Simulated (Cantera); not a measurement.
Mixture: CH4 : O2 : N2 = 1 : 2.99 : 11.2 (molar parts), equivalence ratio 0.67, at 0.987 atm, adiabatic and at constant volume. Ignition delay is the time to a rise of 400 K.

Detailed kinetics in Cantera: GRI-Mech 3.0 (53 species, 325 reactions).

Q: Predict: delay at 1150 K; delay at 1350 K; delay at 1550 K; delay at 1750 K; apparent activation energy between 1650 and 1850 K.

A: 
```json
{
 "delay at 1150 K": "74.6 ms",
 "delay at 1350 K": "4.90 ms",
 "delay at 1550 K": "0.615 ms",
 "delay at 1750 K": "0.140 ms",
 "apparent activation energy between 1650 and 1850 K": "160 kJ/mol"
}
```
